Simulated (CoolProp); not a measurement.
Saturation properties of isopentane.

Model: reference Helmholtz-energy equation of state, Lemmon 2006, in CoolProp. It is a short technical equation, of lower accuracy than the large ones.

| T (°C) | p (kPa) | vapour density (kg/m³) | surface tension (mN/m) | liquid conductivity (mW/(m K)) |
|---|---|---|---|---|
| -31.95 | 6.981 | 0.2528 | … | 121 |
| -27.05 | 9.208 | 0.3273 | 20.2 | 119 |
| -22.05 | 12.06 | … | 19.7 | 117 |
| -17.15 | 15.52 | 0.5321 | 19.1 | 115 |
| -12.25 | 19.75 | 0.6660 | … | 114 |
| -7.25 | 24.99 | … | 18.0 | 112 |
| -2.35 | … | 1.018 | 17.4 | 110 |
| 2.65 | 38.69 | 1.245 | 16.9 | 109 |
| 7.55 | 47.40 | … | 16.3 | 107 |
| 12.45 | 57.61 | 1.804 | 15.8 | 106 |

Task: Fill in the missing entries.

Result: 
- -31.95, surface tension (mN/m): 20.8
- -22.05, vapour density (kg/m³): 0.4207
- -12.25, surface tension (mN/m): 18.6
- -7.25, vapour density (kg/m³): 0.8292
- -2.35, p (kPa): 31.17
- 7.55, vapour density (kg/m³): 1.504

It boils at 27.8 °C under 1 atm.

Thermal conductivity comes from a separate model (Vassiliou 2015). Surface tension comes from a separate correlation (Mulero 2012).
